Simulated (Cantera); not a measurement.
An isothermal, constant-pressure homogeneous reactor starts with 1.37 % C2H6, 98.6 % N2, at 1675 K and 0.000250 bar.

Model: GRI-Mech 3.0 (53 species, 325 reactions), integrated in Cantera. GRI-Mech 3.0 stops at C3 and has no aromatics, soot or wall deposition, so with more carbon than oxygen in the feed, carbon stays in small species such as C2H2 where larger ones or solid carbon would form. Radical loss at walls, strong at low pressure, is not modelled.

**Question.** Predict: x(C2H6) at 10.0 s; x(C2H) at 10.0 s; x(C2H2) at 10.0 s; x(H2) at 10.0 s; x(CH4) at 10.0 s.

**Answer.** 
```json
{
 "x(C2H6) at 10.0 s": "4.64e-9 (gas-phase equilibrium <1e-12)",
 "x(C2H) at 10.0 s": "4.53e-7 (gas-phase equilibrium 3.97e-7)",
 "x(C2H2) at 10.0 s": "0.0129 (gas-phase equilibrium 0.00175)",
 "x(H2) at 10.0 s": "0.0255 (gas-phase equilibrium 0.0261)",
 "x(CH4) at 10.0 s": "0.000651 (gas-phase equilibrium 6.90e-9)"
}
```
